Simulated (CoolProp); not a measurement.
The numbers come from the reference Helmholtz-energy equation of state, Lemmon 2006 in CoolProp. It is a short technical equation, of lower accuracy than the large ones.

### Question
For R141b, give the phase and the cp (kJ/(kg K)), cv (kJ/(kg K)), speed of sound (m/s), isothermal compressibility (1/MPa) at 116.55 °C and 3.44 bar.

### Answer
- 116.55 °C and 3.44 bar: gas; cp 0.919, cv 0.826, speed of sound 166, isothermal compressibility 3.09
